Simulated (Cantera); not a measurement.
A Cantera script and what it prints.

```python
import numpy as np
import cantera as ct

gas_names = """
    CL CL2 H HCL H2 N NH NH2 NH3 N2 N2H2 N2H4 Si SiCL SiCL2 SiCL3 SiCL4 SiH SiHCL3 SiH2 SiH2CL2 SiH3
    SiH3CL SiH4 SiN Si2 Si2N Si3
""".split()
cond_names = """
    NH4CL(a) NH4CL(b) Si(cr) Si(L) Si3N4(a)
""".split()


# ... load() reads the species with a 1 bar reference pressure and builds the phases ...
atoms = {
    'SiH2Cl2': {'Si': 1, 'H': 2, 'CL': 2},
    'NH3': {'N': 1, 'H': 3},
    'N2': {'N': 2},
}
top_T = {'Si3N4(a)': 2400}  # K; cautious upper limits of use, not melting points


# ... equilibrate(T, P, feed) seeds the gas with the atoms and calls Mixture.equilibrate('TP', solver="vcs", rtol=1e-11, max_steps=5000) ...
results = []
feed = {'SiH2Cl2': 1, 'NH3': 20, 'N2': 4.7}  # mol
T = 1623.15  # K
P = 26  # Pa
mix = equilibrate(T, P, feed)
results.append((T, P, feed, dict(zip(mix.species_names, mix.species_moles))))
x = sorted(zip(gas.X, gas.species_names), reverse=True)
print(f"T = {T:g} K  P = {P:g} Pa  gas = {mix.phase_moles(0):.4g} mol")
print("   x: " + "  ".join(f"{s} {v:.3e}" for v, s in x if v > 0.0001))
print("   condensed (mol): " + ("  ".join(f"{mix.phase(i).name} {mix.phase_moles(i):.4g}"
      for i in range(1, mix.n_phases) if mix.phase_moles(i) > 1e-12) or "none"))
```

Output:

```
T = 1623.15 K  P = 26 Pa  gas = 46.82 mol
   x: H2 6.446e-01  N2 3.140e-01  HCL 3.162e-02  SiCL2 5.425e-03  H 3.447e-03  Si 6.035e-04  CL 1.332e-04  SiCL 1.061e-04
   condensed (mol): Si(cr) 0.7106
```

Equilibrium computed with Cantera from the NASA thermochemical tables; the gas is ideal and each condensed phase is pure. The tables' values for SiCl are old estimates; treat these amounts as uncertain.
